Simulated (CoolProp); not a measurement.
Values from CoolProp's reference Helmholtz-energy equation of state, Thol 2017.

For octamethyltrisiloxane (MDM), give the phase and the Joule-Thomson coefficient (K/MPa), isothermal compressibility (1/MPa) at 328.1 K and 2.97 MPa; 365 K and 0.0246 MPa.


- 328.1 K and 2.97 MPa: liquid; Joule-Thomson coefficient -0.402, isothermal compressibility 0.00214
- 365 K and 0.0246 MPa: liquid; Joule-Thomson coefficient -0.321, isothermal compressibility 0.00332
